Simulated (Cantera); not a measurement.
Input: 1 mol Si2H6, 0.27 mol Cl2, 7.7 mol H2, at 100000 Pa.

Method: chemical equilibrium by Gibbs-energy minimisation in Cantera with the NASA 1993 tables (ideal gas, pure condensed phases). Candidate condensed phases: Si; 19 gas species. The feed counts by its element totals alone. Rates play no part.

Q: What share of the Si ends up in condensed phases as a function of T (°C), at 775, 825, 875, 925, 975, 1025, 1075?

A: 
| T (°C) | Si condensed (%) | as |
|---|---|---|
| 775 | 93.3 | Si(s) |
| 825 | 93.7 | Si(s) |
| 875 | 94.3 | Si(s) |
| 925 | 94.9 | Si(s) |
| 975 | 95.5 | Si(s) |
| 1025 | 96.0 | Si(s) |
| 1075 | 96.4 | Si(s) |
